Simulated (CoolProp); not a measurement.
Model: reference Helmholtz-energy equation of state, Bücker 2006, in CoolProp.

Question: For n-butane, give the phase and the speed of sound (m/s), conductivity (mW/(m K)), fugacity coefficient at 189.2 K and 52.7 bar; 285.1 K and 52.7 bar; 413 K and 52.7 bar.

Answer: 
- 189.2 K and 52.7 bar: liquid; speed of sound 1530, conductivity 157, fugacity coefficient 0.000199
- 285.1 K and 52.7 bar: liquid; speed of sound 1020, conductivity 114, fugacity coefficient 0.0353
- 413 K and 52.7 bar: liquid; speed of sound 363, conductivity 72.0, fugacity coefficient 0.450

Thermal conductivity comes from a separate model (Perkins 2002).
